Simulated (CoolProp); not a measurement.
A simple Rankine cycle with chlorine: condensing at 327.15 K, boiler at 6.69 MPa, turbine inlet 422.8 K, turbine efficiency 0.8, pump efficiency 0.7, no recuperator. Each further row changes one setting.

Model: reference Helmholtz-energy equation of state, Thol 2021, in CoolProp.

```tsv
case	thermal efficiency (%)	net work (kJ/kg)	heat in (kJ/kg)	turbine exit temperature (K)	volume ratio over the turbine
as stated	12.2	27.1	222	327.1	3.80
condensing temperature 319.15 K	13.4	30.9	230	319.2	4.51
boiler pressure 4.68 MPa	10.5	26.4	251	330.3	2.48
turbine efficiency 0.7	10.4	23.0	222	327.1	3.87
```

The expansion ends wet for: as stated; condensing temperature 319.15 K; turbine efficiency 0.7.
